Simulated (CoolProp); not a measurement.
Properties of isobutane along the isobar 18.7 MPa.

Values from CoolProp's reference Helmholtz-energy equation of state, Bücker 2006.

| T (K) | phase | density (kg/m³) | cv (kJ/(kg K)) | speed of sound (m/s) |
|---|---|---|---|---|
| 239.5 | liquid | 635.1 | 1.492 | 1287 |
| 262.4 | liquid | 614.3 | 1.567 | 1177 |
| 285.2 | liquid | 593.1 | 1.649 | 1074 |
| 308.1 | liquid | 571.3 | 1.738 | 975.2 |
| 331 | liquid | 549.0 | 1.830 | 882.5 |
| 353.9 | liquid | 525.8 | 1.926 | 795.6 |
| 376.7 | liquid | 501.9 | 2.022 | 715.3 |
| 399.6 | liquid | 476.8 | 2.119 | 641.2 |
| 422.5 | supercritical | 450.8 | 2.215 | 574.5 |
| 445.4 | supercritical | 423.8 | 2.309 | 516.0 |
| 468.2 | supercritical | 396.3 | 2.400 | 466.3 |
